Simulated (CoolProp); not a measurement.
Oxygen along the isobar 73.2 bar: fugacity coefficient from the reference equation and from simpler models built on Tc = 154.6 K, pc = 50.46 bar, ω = 0.022; each cubic takes its own stable root.

Model: reference Helmholtz-energy equation of state, Schmidt 1985, in CoolProp.

```
T (K)          phase  reference
-----  -------------  ---------
110.8         liquid    0.08844
122.9         liquid     0.1694
135           liquid     0.2801
147.1         liquid     0.4133
159.2  supercritical     0.5538
171.3  supercritical     0.6635
183.4  supercritical     0.7318
195.4  supercritical     0.7817
207.5  supercritical     0.8208
219.6  supercritical     0.8521
231.7  supercritical     0.8775
243.8  supercritical     0.8985
255.9  supercritical     0.9158
268    supercritical     0.9304
280.1  supercritical     0.9427
292.1  supercritical     0.9531
```

How far does each simpler model (van der Waals, Redlich-Kwong, Peng-Robinson) lie from the reference over these 16 states: mean and median of the absolute difference, and the worst?


- van der Waals: mean 14.4 %, median 2.5 %, worst +101.9 % at 110.8 K and 73.2 bar
- Redlich-Kwong: mean 1.0 %, median 0.6 %, worst -5.5 % at 110.8 K and 73.2 bar
- Peng-Robinson: mean 2.9 %, median 2.7 %, worst -4.4 % at 171.3 K and 73.2 bar
